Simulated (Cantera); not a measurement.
A closed system holds: 1 mol CH₃F, 1.4 mol CH₄, held at 1575 K and 0.100 bar.

Cantera equilibrium calculation (NASA polynomials, part measured and part estimated; ideal gas, pure solids and liquids). Candidate condensed phases: C, C₆H₆, C₇H₈, C₈H₁₈; 95 gas species. Rates play no part.

Base state: H₂ 0.791, HF 0.208, H 0.000117, CH₄ 0.000114, C₂H₂ (acetylene) 1.67e-5 (mole fractions); condensed: C(graphite).

What changes in the equilibrium state with this change: CH₃F replaced by CH₂F₂?


```json
[
 {"species": "H₂", "before": "0.791", "after": "0.583"},
 {"species": "HF", "before": "0.208", "after": "0.417"},
 {"species": "H", "before": "0.000117", "after": "0.000100"},
 {"species": "CH₄", "before": "0.000114", "after": "6.18e-5"},
 {"species": "C₂H₂ (acetylene)", "before": "1.67e-5", "after": "1.23e-5"},
 {"species": "C(graphite), mol", "before": "2.40", "after": "2.40"}
]
```
